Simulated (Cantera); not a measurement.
**Hydrogen reduction and annealing atmospheres: SiO₂ + H₂ + N₂**

Charge: 1 mol SiO₂, 6.9 mol H₂, 39 mol N₂, held at 1.00 Torr.

Method: chemical equilibrium by Gibbs-energy minimisation in Cantera with the NASA 1993 tables (ideal gas, pure condensed phases). Candidate condensed phases: H₂O, Si, SiO₂, Si₂N₂O, Si₃N₄; 35 gas species. The tables hold silica as quartz up to 1696 K and as liquid above; real silica turns to tridymite and cristobalite and melts near 1996 K. Rates play no part.

```tsv
T (K)	x N₂	x H₂	x SiO	x H₂O	x H	n SiO₂(β-quartz)	n SiO₂(condensed)
1398	0.850	0.150	9.00e-5	9.00e-5	5.02e-5	0.996	0
1448	0.849	0.150	0.000201	0.000201	9.78e-5	0.991	0
1498	0.849	0.150	0.000426	0.000426	0.000182	0.980	0
1548	0.849	0.149	0.000857	0.000857	0.000326	0.961	0
1598	0.848	0.148	0.00165	0.00165	0.000561	0.924	0
1648	0.847	0.146	0.00303	0.00302	0.000933	0.861	0
1698	0.845	0.143	0.00533	0.00533	0.00150	0	0.754
```
x: gas mole fraction; n: condensed amount in mol.

From 1398 K to 1648 K the condensed part is SiO₂(β-quartz). At 1698 K the condensed part is SiO₂(condensed). The main Si-bearing gas is SiO throughout. The share of Si in condensed phases is highest at 1398 K (99.6 %) and lowest at 1698 K (75.4 %).
